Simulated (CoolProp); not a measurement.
Properties of n-perfluorohexane at several states.

Model: reference Helmholtz-energy equation of state, Gao 2022, in CoolProp.

```json
[
 {"T (K)": "247.4", "p (MPa)": "0.0129", "phase": "liquid", "density (kg/m³)": "1818", "cp (kJ/(kg K))": "0.9674", "cv (kJ/(kg K))": "0.7751", "isothermal compressibility (1/MPa)": "0.001628"},
 {"T (K)": "294.1", "p (MPa)": "0.0116", "phase": "gas", "density (kg/m³)": "1.620", "cp (kJ/(kg K))": "0.8094", "cv (kJ/(kg K))": "0.7835", "isothermal compressibility (1/MPa)": "87.10"},
 {"T (K)": "434.1", "p (MPa)": "7.1", "phase": "liquid", "density (kg/m³)": "1293", "cp (kJ/(kg K))": "1.206", "cv (kJ/(kg K))": "1.009", "isothermal compressibility (1/MPa)": "0.01409"},
 {"T (K)": "270.4", "p (MPa)": "0.0143", "phase": "liquid", "density (kg/m³)": "1755", "cp (kJ/(kg K))": "1.003", "cv (kJ/(kg K))": "0.8114", "isothermal compressibility (1/MPa)": "0.002030"},
 {"T (K)": "346.6", "p (MPa)": "8.64", "phase": "liquid", "density (kg/m³)": "1583", "cp (kJ/(kg K))": "1.098", "cv (kJ/(kg K))": "0.9148", "isothermal compressibility (1/MPa)": "0.003591"}
]
```
